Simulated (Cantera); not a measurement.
Input: 1 mol Cr, 13 mol N₂, equilibrated at 0.390 Pa.

Cantera equilibrium calculation (NASA polynomials, part measured and part estimated; ideal gas, pure solids and liquids). Candidate condensed phases: Cr, CrN, Cr₂N; 4 gas species. Rates play no part. All values below are at 2325 K.

Base state: N₂ 0.929, Cr 0.0714, N 2.50e-5 (mole fractions); condensed: gas only.

Question: What changes in the equilibrium state with this change: Cr replaced by Zr?

Answer: 
```
species       before    after
-----------  -------  -------
N₂             0.929    0.982
Zr                 0   0.0176
N            2.50e-5  2.57e-5
Cr            0.0714        0
ZrN(s), mol        0    0.774
```
ZrN: taken at fixed stoichiometry. Further candidate phases: Zr, ZrN.
